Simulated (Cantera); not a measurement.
Charge: 1 mol Si, 0.64 mol NF3, held at 425 °C and 1.00 bar.

Equilibrium computed with Cantera from the NASA thermochemical tables; the gas is ideal and each condensed phase is pure. Candidate condensed phases: Si, Si3N4; 16 gas species. Equilibrium is a limit: real reactors are often held back by kinetics, nucleation or transport.

Base state: SiF4 1.000 (mole fractions); condensed: Si(s) + Si3N4(s).

**Question.** What changes in the equilibrium state with this change: NF3 from 0.64 to 0.75 mol?

**Answer.** 
```
species        before  after
-------------  ------  -----
SiF4            1.000  0.871
N2              <1e-9  0.129
Si(s), mol     0.0400      0
Si3N4(s), mol   0.160  0.146
```
